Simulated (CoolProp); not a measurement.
Vapour-liquid equilibrium of isobutane (1) + n-butane (2) at 202.2 K; x and y are mole fractions of (1).

Model: multi-fluid Helmholtz-energy mixture model, Bücker 2006 and Bücker 2006; pair parameters Kunz 2012, in CoolProp.

Question: Give the bubble pressure and the first vapour's composition at x = 0.45, 0.65, 0.85. Is there an azeotrope?

Answer: x = 0.45: 3.286 kPa, y = 0.613; x = 0.65: 3.716 kPa, y = 0.782; x = 0.85: 4.145 kPa, y = 0.916. No azeotrope shows between x = 0.05 and 0.95.

The pair parameters rest on a limited set of measurements; away from them the model extrapolates.
